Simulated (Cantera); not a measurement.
Feed: 1 mol Cr, 1.3 mol N2O, 0.069 mol O2, held at 0.910 Pa.

Method: chemical equilibrium by Gibbs-energy minimisation in Cantera with the NASA 1993 tables (ideal gas, pure condensed phases). Candidate condensed phases: Cr, CrN, Cr2N, Cr2O3; 14 gas species. Rates play no part.

At 2250 °C, list the 7 most abundant gas species with their mole fractions, and the condensed phases.

O 0.370, N2 0.352, Cr 0.263, CrO 0.00872, O2 0.00473, NO 0.00240, CrO2 8.59e-5. Condensed: gas only.
